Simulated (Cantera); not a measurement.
A closed system holds: 1 mol V, 15 mol N₂, held at 2798.15 K and 0.610 bar.

Equilibrium computed with Cantera from the NASA thermochemical tables; the gas is ideal and each condensed phase is pure. Candidate condensed phases: V, VN; 4 gas species. Condensed phases not in the tables: V₂N, N, O or C dissolved in the metal. Rates play no part.

Base state: N₂ 0.986, V 0.0143, VN 1.74e-5 (mole fractions); condensed: V(l).

Task: What changes in the equilibrium state with this change: temperature from 2798.15 K to 1898.15 K?

Result: 
```
species      before    after
----------  -------  -------
N₂            0.986     1.00
V            0.0143  2.16e-8
VN          1.74e-5    <1e-9
V(l), mol     0.782        0
VN(s), mol        0     1.00
```
VN: taken at fixed stoichiometry. Condensed phases not in the tables: V₂N.
